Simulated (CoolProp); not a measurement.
Carbonyl sulfide at 286.3 K and 0.276 MPa is throttled through a valve to 0.102 MPa with no heat exchange. Each further row changes one setting.

The numbers come from the reference Helmholtz-energy equation of state, Lemmon 2006 in CoolProp. It is a short technical equation, of lower accuracy than the large ones.

```tsv
case	temperature change (K)	final density (kg/m³)
as stated	…	2.65
outlet pressure 0.0306 MPa	-5.7	0.791
outlet pressure 0.133 MPa	…	…
```

### Question
Fill in the missing entries.

### Answer

- as stated, temperature change (K): -4.0
- outlet pressure 0.133 MPa, temperature change (K): -3.3
- outlet pressure 0.133 MPa, final density (kg/m³): 3.46
